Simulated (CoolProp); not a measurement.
Oxygen along the isotherm 175.8 K: Z from the reference equation and from simpler models built on Tc = 154.6 K, pc = 50.46 bar, ω = 0.022; each cubic takes its own stable root.

Model: reference Helmholtz-energy equation of state, Schmidt 1985, in CoolProp.

```
p (bar)          phase  reference  van der Waals  Peng-Robinson
-------  -------------  ---------  -------------  -------------
0.399              gas     0.9982         0.9983         0.9979
0.602              gas     0.9973         0.9974         0.9968
0.908              gas     0.9959         0.9961         0.9952
1.37               gas     0.9938         0.9941         0.9928
2.07               gas     0.9907         0.9911         0.9890
3.12               gas     0.9859         0.9865         0.9835
4.7                gas     0.9787         0.9795         0.9750
7.09               gas     0.9676         0.9689         0.9622
10.7               gas     0.9507         0.9525         0.9426
16.1               gas     0.9246         0.9270         0.9128
24.4               gas     0.8829         0.8857         0.8659
36.7               gas     0.8167         0.8183         0.7934
55.4     supercritical     0.7036         0.6946         0.6756
83.6     supercritical     0.5138         0.4877         0.5038
126      supercritical     0.4584         0.5331         0.4590
```
